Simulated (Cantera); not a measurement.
A closed system holds: 1 mol CuF2, 22 mol N2, held at 1427 °C and 0.133 bar.

These are equilibrium values from Cantera (NASA tables, ideal gas, pure condensed phases), not measurements of a reactor. Candidate condensed phases: Cu, CuF2; 11 gas species. Rates play no part.

Base state: N2 0.951, CuF2 0.0371, F 0.00608, CuF 0.00608 (mole fractions); condensed: gas only.

What changes in the equilibrium state with this change: temperature from 1427 °C to 1050 °C?


```csv
species,before,after
N2,0.951,0.956
CuF2,0.0371,0.0432
CuF,0.00608,0.000219
F,0.00608,0.000219
```
